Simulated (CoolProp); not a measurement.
Values from CoolProp's reference Helmholtz-energy equation of state, Lemmon 2016.

Give the vapour pressure (MPa), liquid density (kg/m³), vapour density (kg/m³), enthalpy of vaporisation (kJ/kg) of saturated R115 at -7.85, 25.75, 36.95 °C.


| T (°C) | p (MPa) | liquid density (kg/m³) | vapour density (kg/m³) | enthalpy of vaporisation (kJ/kg) |
|---|---|---|---|---|
| -7.85 | 0.342 | 1430 | 26.6 | 112 |
| 25.75 | 0.921 | 1280 | 72.3 | 93.7 |
| 36.95 | 1.22 | 1220 | 98.4 | 85.8 |
